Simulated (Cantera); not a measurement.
A Cantera script and what it prints.

```python
import numpy as np
import cantera as ct

gas_names = """
    AL ALC ALH ALN AL2 C CH CH2 CH3 CH4 CN C2 C2H C2H2,acetylene C2H2,vinylidene C2H3,vinyl CH3CN C2H4
    C2H5 C2H6 CCN CNC C2N2 C3 C3H3,propargyl C3H4,allene C3H4,propyne C3H4,cyclo- C3H5,allyl
    C3H6,propylene C3H6,cyclo- C3H7,n-propyl C3H7,i-propyl C3H8 C4 C4H2 C4H4,1,3-cyclo- C4H6,butadiene
    C4H6,2-butyne C4H6,cyclo- C4H8,1-butene C4H8,cis2-buten C4H8,tr2-butene C4H8,isobutene C4H8,cyclo-
    C4H9,n-butyl C4H9,i-butyl C4H9,s-butyl C4H9,t-butyl C4H10,isobutane C4H10,n-butane C4N2 C5
    C5H6,1,3cyclo- C5H8,cyclo- C5H10,1-pentene C5H10,cyclo- C5H11,pentyl C5H11,t-pentyl C5H12,n-pentane
    C5H12,i-pentane CH3C(CH3)2CH3 C6H2 C6H5,phenyl C6H6 C6H10,cyclo- C6H12,1-hexene C6H12,cyclo-
    C6H13,n-hexyl C7H7,benzyl C7H8 C7H14,1-heptene C7H15,n-heptyl C7H16,n-heptane C8H8,styrene
    C8H10,ethylbenz C8H16,1-octene C8H17,n-octyl C8H18,isooctane C8H18,n-octane C9H19,n-nonyl
    C10H8,naphthale C10H21,n-decyl C12H9,o-bipheny C12H10,bipheny H HCN HCCN HNC H2 N NH NH2 NH3 N2 N2H2
    N2H4
""".split()
cond_names = """
    AL(cr) AL(L) ALN(s) C(gr) C6H6(L) C7H8(L) C8H18(L),n-octa
""".split()


def load(file, names, dense=False):
    # The tables refer to 1 bar. Condensed volumes are neglected.
    table = {s.name: s for s in ct.Species.list_from_file(file)}
    out = []
    for n in names:
        d = dict(table[n].input_data)
        d["thermo"] = dict(d["thermo"], **{"reference-pressure": 1e5})
        if dense:
            d["equation-of-state"] = {"model": "constant-volume", "density": "1e6 g/cm^3"}
        out.append(ct.Species.from_dict(d))
    return out


gas = ct.Solution(thermo="ideal-gas", species=load("nasa_gas.yaml", gas_names))
cond = {s.name: ct.Solution(thermo="fixed-stoichiometry", species=[s], name=s.name)
        for s in load("nasa_condensed.yaml", cond_names, dense=True)}
atoms = {
    'Al(CH3)3': {'AL': 1, 'C': 3, 'H': 9},
    'N2': {'N': 2},
}
top_T = {'ALN(s)': 2750, 'C(gr)': 4500}  # K; cautious upper limits of use, not melting points


def equilibrate(T, P, feed):
    n = {}
    for name, mol in feed.items():
        for a, k in atoms[name].items():
            n[a] = n.get(a, 0.0) + k * mol
    gas.TPX = T, P, n
    mass = sum(n.values()) * gas.mean_molecular_weight
    gas.equilibrate("TP")
    valid = [c for c in cond.values() if c.min_temp <= T <= top_T.get(c.name, c.max_temp)]
    mix = ct.Mixture([(gas, mass / gas.mean_molecular_weight)] + [(c, 0.0) for c in valid])
    mix.T, mix.P = T, P
    mix.equilibrate("TP", solver="vcs", rtol=1e-11, max_steps=5000)
    return mix


results = []
feed = {'Al(CH3)3': 1, 'N2': 5.2}  # mol
T = 2175  # K
P = 11000  # Pa
mix = equilibrate(T, P, feed)
results.append((T, P, feed, dict(zip(mix.species_names, mix.species_moles))))
x = sorted(zip(gas.X, gas.species_names), reverse=True)
print(f"T = {T:g} K  P = {P:g} Pa  gas = {mix.phase_moles(0):.4g} mol")
print("   x: " + "  ".join(f"{s} {v:.3e}" for v, s in x if v > 1e-06))
print("   condensed (mol): " + ("  ".join(f"{mix.phase(i).name} {mix.phase_moles(i):.4g}"
      for i in range(1, mix.n_phases) if mix.phase_moles(i) > 1e-12) or "none"))
```

Output:

```
T = 2175 K  P = 11000 Pa  gas = 9.494 mol
   x: N2 4.967e-01  H2 4.604e-01  AL 1.680e-02  HCN 1.328e-02  H 9.988e-03  C2H2,acetylene 1.028e-03  HNC 1.010e-03  ALH 7.426e-04  CN 9.781e-06  CH4 6.475e-06  C2N2 4.096e-06  AL2 4.094e-06  CH3 2.703e-06
   condensed (mol): ALN(s) 0.8334  C(gr) 2.845
```

These are equilibrium values from Cantera (NASA tables, ideal gas, pure condensed phases), not measurements of a reactor. The feed counts by its element totals alone.
